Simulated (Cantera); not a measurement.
# Fe2O3 + Cl2 + O2 (oxide etching and cleaning by halides)

Input: 1 mol Fe2O3, a varied amount of Cl2, 1 mol O2, held at 1523.15 K and 1000 Pa.

Equilibrium computed with Cantera from the NASA thermochemical tables; the gas is ideal and each condensed phase is pure. Candidate condensed phases: Fe, FeCl2, FeCl3, FeO, Fe2O3, Fe3O4; 13 gas species. Kinetics and transport are ignored.

| n(Cl2) (mol) | x O2 | x Cl | x Cl2 | x FeCl2 | x FeCl3 |
|---|---|---|---|---|---|
| 2.5 | 0.476 | 0.115 | 0.0285 | 0.362 | 0.0181 |
| 4.7 | 0.303 | 0.283 | 0.172 | 0.216 | 0.0264 |
| 6.9 | 0.223 | 0.343 | 0.254 | 0.156 | 0.0232 |
| 9 | 0.179 | 0.375 | 0.303 | 0.123 | 0.0200 |
| 11 | 0.150 | 0.394 | 0.335 | 0.103 | 0.0176 |
| 13 | 0.129 | 0.408 | 0.359 | 0.0881 | 0.0156 |
| 16 | 0.107 | 0.422 | 0.384 | 0.0727 | 0.0133 |
| 18 | 0.0964 | 0.429 | 0.397 | 0.0651 | 0.0121 |
| 20 | 0.0874 | 0.435 | 0.407 | 0.0589 | 0.0111 |
| 22 | 0.0800 | 0.439 | 0.416 | 0.0539 | 0.0103 |
| 24 | 0.0737 | 0.443 | 0.424 | 0.0496 | 0.00953 |
| 26 | 0.0684 | 0.447 | 0.430 | 0.0459 | 0.00889 |
x: gas mole fraction; nothing condenses.

From 2.5 mol Cl2 to 26 mol Cl2 nothing is condensed. The main Fe-bearing gas is FeCl2 throughout.
